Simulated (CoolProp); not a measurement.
The numbers come from the reference Helmholtz-energy equation of state, Lemmon 2006 in CoolProp. It is a short technical equation, of lower accuracy than the large ones.

Q: For toluene, give the phase and the density (kg/m³), cp (kJ/(kg K)), expansivity (1/kK), conductivity (mW/(m K)) at 417.1 K and 0.971 MPa.

A: 
- 417.1 K and 0.971 MPa: liquid; density 745, cp 2.13, expansivity 1.48, conductivity 99.6

Thermal conductivity comes from a separate model (Assael 2012).
